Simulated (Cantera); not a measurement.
Charge: 1 mol MgO, 2.7 mol CO, 0.3 mol H₂, equilibrated at 2598.15 K and 0.00133 bar.

Cantera equilibrium calculation (NASA polynomials, part measured and part estimated; ideal gas, pure solids and liquids). Candidate condensed phases: C, C₆H₆, C₇H₈, C₈H₁₈, H₂O, Mg, MgCO₃, MgO, Mg(OH)₂; 116 gas species. The tables' values for MgH are old estimates; treat these amounts as uncertain. Rates play no part.

Base state: CO 0.514, Mg 0.205, O 0.0960, H 0.0891, CO₂ 0.0469, O₂ 0.0231, OH 0.0121, H₂ 0.00729 (mole fractions); condensed: gas only.

**Question.** What changes in the equilibrium state with this change: pressure from 0.00133 bar to 6.40 bar?

**Answer.** 
```
species        before     after
-----------  --------  --------
CO              0.514     0.869
H₂            0.00729    0.0878
Mg              0.205    0.0188
O              0.0960   2.90e-6
O₂             0.0231   1.01e-7
OH             0.0121   8.80e-5
H              0.0891   0.00446
CO₂            0.0469    0.0115
Mg(OH)₂       1.03e-7   1.14e-5
MgO           0.00199   2.64e-5
MgH           1.32e-5  0.000291
MgOH         0.000107  0.000340
MgO(s), mol         0     0.940
```

**Question.** What changes in the equilibrium state with this change: pressure from 0.00133 bar to 1 atm?

**Answer.** 
```tsv
species	before	after
CO	0.514	0.825
H₂	0.00729	0.0727
Mg	0.205	0.0452
O	0.0960	4.80e-5
O₂	0.0231	4.38e-6
OH	0.0121	0.000528
H	0.0891	0.0102
H₂O	0.00430	0.0163
CO₂	0.0469	0.0286
Mg(OH)₂	1.03e-7	2.48e-5
MgH	1.32e-5	0.000253
MgO	0.00199	0.000167
MgOH	0.000107	0.000777
MgO(s), mol	0	0.853
```

**Question.** What changes in the equilibrium state with this change: H₂ from 0.3 to 0.72 mol?

**Answer.** 
| species | before | after |
|---|---|---|
| CO | 0.514 | 0.459 |
| Mg | 0.205 | 0.181 |
| H | 0.0891 | 0.167 |
| H₂ | 0.00729 | 0.0257 |
| H₂O | 0.00430 | 0.0128 |
| OH | 0.0121 | 0.0192 |
| O₂ | 0.0231 | 0.0165 |
| CO₂ | 0.0469 | 0.0354 |
| O | 0.0960 | 0.0811 |
| MgH | 1.32e-5 | 2.19e-5 |
| MgOH | 0.000107 | 0.000149 |
